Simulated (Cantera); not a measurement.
A freely propagating, adiabatic, planar premixed flame of 6.34 % C₂H₆, 18.5 % O₂, 69.7 % N₂, 5.45 % CO₂, unburnt at 550 K and 13300 Pa; mixture-averaged transport, grid criteria slope 0.08 and curve 0.16, no radiation.

Detailed kinetics in Cantera: GRI-Mech 3.0 (53 species, 325 reactions). Burning velocities carry a grid error of a few per cent, more on coarse grids.

Q: Predict: laminar burning velocity; thermal thickness; peak x(HO₂); peak x(O).

A: 
```json
{
  "laminar_burning_velocity": "114 cm/s",
  "thermal_thickness": "2.21 mm",
  "peak x(HO₂)": "0.000198",
  "peak x(O)": "0.00384"
}
```
